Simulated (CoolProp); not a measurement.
The fluid at 244.09 K and 3.77 MPa expands adiabatically to 2.13 MPa with isentropic efficiency 0.85. The same conditions are run with several fluids, on thermodynamics alone (safety and materials aside).

Values from CoolProp's reference Helmholtz-energy equation of state of each fluid (nitrogen: Span 2000; CF4 (R14): Platzer 1990; carbon monoxide: Lemmon 2006; normal hydrogen: Leachman 2009). The equations of Platzer and Polt are older, rougher fits.

```json
[
 {"fluid": "nitrogen", "work (kJ/kg)": "31.2", "final temperature (K)": "[?]", "final phase": "gas", "final density (kg/m³)": "35.2"},
 {"fluid": "CF4 (R14)", "work (kJ/kg)": "7.20", "final temperature (K)": "216.8", "final phase": "gas", "final density (kg/m³)": "[?]"},
 {"fluid": "carbon monoxide", "work (kJ/kg)": "30.9", "final temperature (K)": "210.9", "final phase": "gas", "final density (kg/m³)": "[?]"},
 {"fluid": "normal hydrogen", "work (kJ/kg)": "[?]", "final temperature (K)": "211.6", "final phase": "supercritical", "final density (kg/m³)": "2.41"}
]
```

Some entries are withheld; supply them.


- nitrogen, final temperature (K): 211.1
- CF4 (R14), final density (kg/m³): 145
- carbon monoxide, final density (kg/m³): 35.6
- normal hydrogen, work (kJ/kg): 458
